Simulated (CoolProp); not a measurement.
Chlorine along the isotherm 424.7 K: density (kg/m³) from the reference equation and from simpler models built on Tc = 416.9 K, pc = 7.642 MPa, ω = 0.070; each cubic takes its own stable root.

Model: reference Helmholtz-energy equation of state, Thol 2021, in CoolProp.

```tsv
p (MPa)	phase	reference
1.43	gas	30.50
2.86	gas	65.49
4.29	gas	107.2
5.71	gas	160.4
7.14	gas	241.3
8.57	supercritical	597.9
10	supercritical	849.1
11.4	supercritical	905.4
12.9	supercritical	943.3
14.3	supercritical	969.9
15.7	supercritical	991.7
17.1	supercritical	1010
18.6	supercritical	1028
20	supercritical	1042
```

### Question
How far does each simpler model (ideal gas, van der Waals, Redlich-Kwong, Soave-Redlich-Kwong, Peng-Robinson) lie from the reference over these 14 states: mean and median of the absolute difference, and the worst?

### Answer
- ideal gas: mean 52.2 %, median 64.8 %, worst -76.4 % at 424.7 K and 10 MPa
- van der Waals: mean 17.5 %, median 27.4 %, worst -29.1 % at 424.7 K and 10 MPa
- Redlich-Kwong: mean 9.5 %, median 11.7 %, worst -19.0 % at 424.7 K and 10 MPa
- Soave-Redlich-Kwong: mean 9.8 %, median 11.9 %, worst -19.5 % at 424.7 K and 10 MPa
- Peng-Robinson: mean 5.1 %, median 4.5 %, worst -11.7 % at 424.7 K and 10 MPa
